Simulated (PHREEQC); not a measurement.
Dissolve 0.0085 mol/kgw CsF, 3.1e-05 mol/kgw H3PO4, 5e-05 mol/kgw Pb(BF4)2 and 0.00011 mol/kgw H4SiO4 at 3.8 °C. Closed to the air; pH follows from the charge balance.

Equilibrium calculation in PHREEQC: ion-association model, wateq4f.dat.

The pH comes out as 4.72, the ionic strength is 0.00870 mol/kgw and the total alkalinity is -0.331 meq/kg.

```
species  molality  activity   log γ
-------  --------  --------  ------
F-        0.00850   0.00772  -0.042
Cs+       0.00850   0.00774  -0.041
HF       0.000153  0.000153   0.001
H3BO3     9.41e-5   9.43e-5   0.001
H4SiO4    7.36e-5   7.37e-5   0.001
Pb+2      4.46e-5   3.06e-5  -0.163
SiF6-2    3.64e-5   2.52e-5  -0.160
H2PO4-    3.08e-5   2.81e-5  -0.040
H+        2.06e-5   1.90e-5  -0.036
```

Precipitation was switched off in this run. Saturation is exceeded, for instance for Quartz (slow to form); the values hold only as long as no solid forms. H3PO4, which wateq4f.dat lacks, is added to it with the constant of phreeqc.dat. Away from 25 °C the constants follow the database's enthalpies or fits; those with neither stay at their 25 °C values. SiF6-2 is the database's only silicon fluoride. Real BF4- forms and hydrolyses slowly; the run takes it at equilibrium. The database has no phosphate complexes of Pb.
